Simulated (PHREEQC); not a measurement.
Make-up at 80 °C: 33 mmol/kgw Cu(NO3)2, 19 mmol/kgw H2SO4 and 93 mmol/kgw FeCl3. Closed to the air; pH follows from the charge balance.

Equilibrium calculation in PHREEQC: ion-association model, wateq4f.dat.

No solid was allowed to form.

Question: Order these Cl species by the share of Cl that they hold, largest first: CuCl+, FeCl2+, CuCl2, Cl-, FeCl+2.

Answer: Cl- (72 %), FeCl+2 (19 %), CuCl+ (6.2 %), FeCl2+ (1.4 %), CuCl2 (0.81 %)

The pH is 1.46 and the ionic strength 0.406 mol/kgw. The solution is supersaturated, for example in Hematite (slow to form), Goethite (slow to form), so a real one may precipitate; this is no full list. At this temperature some constants are extrapolated from 25 °C, and those without enthalpy data are left unchanged.
